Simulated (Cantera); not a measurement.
Charge: 1 mol S, 0.28 mol SO2, 0.086 mol O2, equilibrated at 2525 °C and 30.0 bar.

Method: chemical equilibrium by Gibbs-energy minimisation in Cantera with the NASA 1993 tables (ideal gas, pure condensed phases). Candidate condensed phases: S; 10 gas species. Rates play no part.

Base state: S2 0.462, SO2 0.332, SO 0.157, S2O 0.0318, S 0.0167, O2 0.000101, O 9.90e-5, SO3 2.12e-5 (mole fractions); condensed: gas only.

Problem. What changes in the equilibrium state with this change: temperature from 2525 °C to 3000 °C?

Solution. 
```json
[
 {"species": "S2", "before": "0.462", "after": "0.387"},
 {"species": "SO", "before": "0.157", "after": "0.278"},
 {"species": "SO2", "before": "0.332", "after": "0.250"},
 {"species": "S", "before": "0.0167", "after": "0.0598"},
 {"species": "S2O", "before": "0.0318", "after": "0.0231"},
 {"species": "O", "before": "9.90e-5", "after": "0.00138"},
 {"species": "O2", "before": "0.000101", "after": "0.000794"},
 {"species": "SO3", "before": "2.12e-5", "after": "2.55e-5"}
]
```
